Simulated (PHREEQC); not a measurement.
A solution holds 0.038 mol HF and 0.37 mol NH4HF2 per kg of water, at 15 °C. Closed to the air; pH follows from the charge balance.

Computed with PHREEQC (ion-association model, wateq4f.dat).

### Question
The ionic strength comes out as 0.371 mol/kgw. What activity coefficients do HF2-, F-, NH4+, H+ get?

### Answer
HF2- 0.66, F- 0.66, NH4+ 0.73, H+ 0.78.

This is a speciation only: nothing precipitates in the calculation. wateq4f.dat counts part of the HF as a dimer, H2F2, which phreeqc.dat doesn't know; its constant is uncertain.
